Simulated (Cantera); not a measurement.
A closed system holds: 1 mol SiC, 0.0085 mol H₂O, 5.5 mol N₂, held at 1273 K and 1.40 mbar.

Equilibrium computed with Cantera from the NASA thermochemical tables; the gas is ideal and each condensed phase is pure. Candidate condensed phases: C, C₆H₆, C₇H₈, C₈H₁₈, H₂O, Si, SiC, SiO₂, Si₂N₂O, Si₃N₄; 151 gas species. N₂ is the only nitrogen source here; it is nearly inert below about 1500 K, so the nitride shown seldom forms there in practice. Mutual solubility and eutectic melting of coexisting phases are not modelled. Kinetics and transport are ignored.

Base state: N₂ 0.998, H₂ 0.00154, CO 9.53e-5 (mole fractions); condensed: C(graphite) + SiC(s) + Si₂N₂O(s).

**Question.** What changes in the equilibrium state with this change: temperature from 1273 K to 1675 K?

**Answer.** 
| species | before | after |
|---|---|---|
| N₂ | 0.998 | 0.997 |
| H₂ | 0.00154 | 0.00148 |
| CO | 9.53e-5 | 0.000801 |
| SiO | 6.07e-8 | 0.000740 |
| Si | <1e-9 | 6.53e-5 |
| H | 7.48e-7 | 0.000119 |
| C(graphite), mol | 0.0154 | 0 |
| SiC(s), mol | 0.984 | 0.996 |
| Si₂N₂O(s), mol | 0.00798 | 0 |

**Question.** What changes in the equilibrium state with this change: temperature from 1273 K to 1698 K?

**Answer.** 
```csv
species,before,after
N₂,0.998,0.997
H₂,0.00154,0.00146
CO,9.53e-5,0.000819
SiO,6.07e-8,0.000722
Si,<1e-9,0.000101
H,7.48e-7,0.000148
"C(graphite), mol",0.0154,0
"SiC(s), mol",0.984,0.995
"Si₂N₂O(s), mol",0.00798,0
```

**Question.** What changes in the equilibrium state with this change: temperature from 1273 K to 1998.15 K?

**Answer.** 
| species | before | after |
|---|---|---|
| N₂ | 0.998 | 0.994 |
| Si | <1e-9 | 0.00188 |
| CO | 9.53e-5 | 0.00152 |
| SiC₂ | <1e-9 | 6.01e-5 |
| Si₂C | <1e-9 | 5.10e-5 |
| SiN | <1e-9 | 1.83e-5 |
| CN | <1e-9 | 1.30e-5 |
| C(graphite), mol | 0.0154 | 0 |
| SiC(s), mol | 0.984 | 0.988 |
| Si₂N₂O(s), mol | 0.00798 | 0 |
The tables' values for SiN are old estimates; treat these amounts as uncertain.
